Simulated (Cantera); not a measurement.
A closed system holds: 1 mol C₂H₆, 0.071 mol H₂O, at 1123 K and 9750 Torr.

Equilibrium computed with Cantera from the NASA thermochemical tables; the gas is ideal and each condensed phase is pure. Candidate condensed phases: C, C₆H₆, C₇H₈, C₈H₁₈, H₂O; 110 gas species. Equilibrium is a limit: real reactors are often held back by kinetics, nucleation or transport.

Base state: H₂ 0.755, CH₄ 0.217, CO 0.0166, H₂O 0.0107, CO₂ 0.000216, C₂H₆ 2.91e-5 (mole fractions); condensed: C(graphite).

### Question
What changes in the equilibrium state with this change: temperature from 1123 K to 875 K?

### Answer
```
species             before     after
----------------  --------  --------
CH₄                  0.217     0.630
H₂                   0.755     0.333
H₂O                 0.0107    0.0346
CO                  0.0166   0.00196
CO₂               0.000216  0.000537
C₂H₆               2.91e-5   6.02e-5
C(graphite), mol      1.40     0.807
```

### Question
What changes in the equilibrium state with this change: C₂H₆ replaced by C₂H₅OH?

### Answer
```
species             before    after
----------------  --------  -------
H₂                   0.755    0.577
CO                  0.0166    0.181
CH₄                  0.217    0.127
CO₂               0.000216   0.0256
H₂O                 0.0107   0.0894
C₂H₆               2.91e-5  1.30e-5
C(graphite), mol      1.40    0.888
```

### Question
What changes in the equilibrium state with this change: H₂O from 0.071 to 3 mol?

### Answer
```csv
species,before,after
H₂,0.755,0.560
CO,0.0166,0.174
H₂O,0.0107,0.159
CH₄,0.217,0.0629
CO₂,0.000216,0.0450
C₂H₆,2.91e-5,3.28e-6
"C(graphite), mol",1.40,0
```
